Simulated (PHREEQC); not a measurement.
Make-up at 25 °C: 0.04 mol/kgw NaH2PO4 and 3.7e-05 mol/kgw Na2SO4. Closed to the air; pH follows from the charge balance.

All values are PHREEQC results (ion-association model, phreeqc.dat), not measurements.

No solid was allowed to form.

Task: Estimate the pH.

Result: pH 4.57.

Task: In which forms is S present?

Result: SO4-2 91 %, NaSO4- 8.9 % of the S.
